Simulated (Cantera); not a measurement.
## Nitride etching: BN + HCl

Charge: 1 mol BN, 12 mol HCl, held at 898 K and 13300 Pa.

Cantera equilibrium calculation (NASA polynomials, part measured and part estimated; ideal gas, pure solids and liquids). Candidate condensed phases: B, BN, NH₄Cl; 21 gas species. Gases not in the tables: BHCl₂. Kinetics and transport are ignored.

```yaml
x(HCl): 0.984
x(H₂): 0.00819
x(BCl₃): 0.00546
x(N₂): 0.00273
n(BN(s)): 0.934 mol
gas_amount: 12.00 mol
log10 activity of B(s) (absent): -8.27
```
